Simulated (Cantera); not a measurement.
Pyrogenic steam for wet oxidation

An isothermal, constant-pressure homogeneous reactor starts with H2 : O2 : N2 = 0.66 : 1 : 11 (molar parts), at 950 K and 0.533 atm.

Detailed kinetics in Cantera: the H2/O2 subset of GRI-Mech 3.0, which has no nitrogen chemistry. The temperature is held fixed by assumption; the heat of reaction is taken as removed at once.

```tsv
t (s)	x H2	x O2	x OH	x H	x HO2	x H2O2
8.00e-5	0.0521	0.0790	2.27e-12	3.10e-11	5.30e-11	<1e-12
0.000196	0.0521	0.0790	1.09e-11	1.40e-10	2.69e-10	<1e-12
0.000479	0.0521	0.0790	1.79e-10	2.24e-9	4.69e-9	5.37e-12
0.00117	0.0521	0.0790	1.23e-7	1.43e-6	2.83e-6	6.67e-9
0.00287	0.00779	0.0580	8.20e-5	0.000130	2.66e-5	2.13e-6
0.00701	0.00363	0.0560	7.27e-6	5.23e-6	1.99e-5	6.44e-6
0.0172	0.00292	0.0557	1.14e-6	6.86e-7	1.54e-5	1.65e-5
0.0420	0.00241	0.0555	8.87e-7	4.45e-7	1.37e-5	2.47e-5
0.103	0.00164	0.0551	7.01e-7	2.45e-7	1.11e-5	2.28e-5
0.251	0.000820	0.0547	4.89e-7	8.94e-8	7.21e-6	1.22e-5
0.615	0.000280	0.0545	2.92e-7	1.88e-8	3.43e-6	3.22e-6
1.50	7.22e-5	0.0544	1.37e-7	2.28e-9	1.20e-6	4.22e-7
3.68	1.86e-5	0.0543	5.29e-8	2.28e-10	3.68e-7	4.08e-8
9.00	5.26e-6	0.0543	2.11e-8	2.65e-11	1.15e-7	4.13e-9
```
x: mole fraction; the columns are a selection and need not sum to one.

Equilibrium at this temperature and pressure: H2 5.73e-12, O2 0.0543, OH 2.51e-8, H <1e-12, HO2 9.13e-11, H2O2 1.32e-11 (gas phase only).
